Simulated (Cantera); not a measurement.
Feed: 1 mol trisilylamine, 0.31 mol NH₃, held at 0.550 bar.

Method: chemical equilibrium by Gibbs-energy minimisation in Cantera with the NASA 1993 tables (ideal gas, pure condensed phases). Candidate condensed phases: Si, Si₃N₄; 18 gas species. The feed counts by its element totals alone. Mutual solubility and eutectic melting of coexisting phases are not modelled. Gases not in the tables: Si₂H₆ and higher silanes. Equilibrium is a limit: real reactors are often held back by kinetics, nucleation or transport. All values below are at 1825 K.

Base state: H₂ 0.975, N₂ 0.0239, H 0.000586, SiH₂ 3.47e-5 (mole fractions); condensed: Si(l) + Si₃N₄(s).

Question: What changes in the equilibrium state with this change: 0.072 mol Cl₂ added?

Answer: 
```tsv
species	before	after
H₂	0.975	0.949
HCl	0	0.0241
N₂	0.0239	0.0239
SiCl₂	0	0.00183
SiCl₃	0	1.53e-5
SiCl	0	1.14e-5
Si(l), mol	2.20	2.19
Si₃N₄(s), mol	0.267	0.266
```
The tables' values for SiCl₃, SiCl are old estimates; treat these amounts as uncertain. Further candidate phases: NH₄Cl.
